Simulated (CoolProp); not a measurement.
Properties of sulfur dioxide along the isobar 85.9 bar.

Values from CoolProp's reference Helmholtz-energy equation of state, Gao 2016.

```json
[
 {"T (K)": "244.2", "phase": "liquid", "Z": "[?]", "cp (kJ/(kg K))": "1.349", "speed of sound (m/s)": "[?]", "expansivity (1/kK)": "1.623", "fugacity coefficient": "0.005514"},
 {"T (K)": "251.4", "phase": "liquid", "Z": "0.1751", "cp (kJ/(kg K))": "1.348", "speed of sound (m/s)": "1111", "expansivity (1/kK)": "[?]", "fugacity coefficient": "0.007927"},
 {"T (K)": "258.5", "phase": "liquid", "Z": "0.1723", "cp (kJ/(kg K))": "1.348", "speed of sound (m/s)": "1083", "expansivity (1/kK)": "1.680", "fugacity coefficient": "0.01107"},
 {"T (K)": "265.7", "phase": "liquid", "Z": "0.1697", "cp (kJ/(kg K))": "1.349", "speed of sound (m/s)": "[?]", "expansivity (1/kK)": "1.715", "fugacity coefficient": "0.01518"},
 {"T (K)": "272.9", "phase": "liquid", "Z": "0.1673", "cp (kJ/(kg K))": "1.351", "speed of sound (m/s)": "[?]", "expansivity (1/kK)": "1.753", "fugacity coefficient": "0.02038"},
 {"T (K)": "280.1", "phase": "liquid", "Z": "0.1651", "cp (kJ/(kg K))": "1.354", "speed of sound (m/s)": "996.8", "expansivity (1/kK)": "1.797", "fugacity coefficient": "[?]"},
 {"T (K)": "287.3", "phase": "liquid", "Z": "0.1631", "cp (kJ/(kg K))": "1.359", "speed of sound (m/s)": "968.0", "expansivity (1/kK)": "[?]", "fugacity coefficient": "0.03478"},
 {"T (K)": "294.4", "phase": "liquid", "Z": "0.1613", "cp (kJ/(kg K))": "1.364", "speed of sound (m/s)": "939.6", "expansivity (1/kK)": "1.899", "fugacity coefficient": "0.04417"},
 {"T (K)": "301.6", "phase": "liquid", "Z": "[?]", "cp (kJ/(kg K))": "1.371", "speed of sound (m/s)": "910.5", "expansivity (1/kK)": "1.960", "fugacity coefficient": "0.05546"},
 {"T (K)": "308.8", "phase": "liquid", "Z": "0.1582", "cp (kJ/(kg K))": "1.380", "speed of sound (m/s)": "881.3", "expansivity (1/kK)": "2.029", "fugacity coefficient": "0.06868"},
 {"T (K)": "316", "phase": "liquid", "Z": "0.1569", "cp (kJ/(kg K))": "1.390", "speed of sound (m/s)": "851.8", "expansivity (1/kK)": "2.107", "fugacity coefficient": "0.08397"},
 {"T (K)": "323.2", "phase": "liquid", "Z": "0.1558", "cp (kJ/(kg K))": "1.402", "speed of sound (m/s)": "821.9", "expansivity (1/kK)": "2.196", "fugacity coefficient": "0.1014"},
 {"T (K)": "330.3", "phase": "liquid", "Z": "0.1549", "cp (kJ/(kg K))": "1.415", "speed of sound (m/s)": "792.1", "expansivity (1/kK)": "2.295", "fugacity coefficient": "0.1209"},
 {"T (K)": "337.5", "phase": "liquid", "Z": "0.1542", "cp (kJ/(kg K))": "1.431", "speed of sound (m/s)": "761.4", "expansivity (1/kK)": "2.411", "fugacity coefficient": "0.1430"},
 {"T (K)": "344.7", "phase": "liquid", "Z": "0.1536", "cp (kJ/(kg K))": "1.449", "speed of sound (m/s)": "730.1", "expansivity (1/kK)": "2.544", "fugacity coefficient": "0.1675"}
]
```

**Question.** Some entries are withheld; supply them.

**Answer.** 
- 244.2, Z: 0.1781
- 244.2, speed of sound (m/s): 1139
- 251.4, expansivity (1/kK): 1.650
- 265.7, speed of sound (m/s): 1054
- 272.9, speed of sound (m/s): 1025
- 280.1, fugacity coefficient: 0.02686
- 287.3, expansivity (1/kK): 1.845
- 301.6, Z: 0.1596
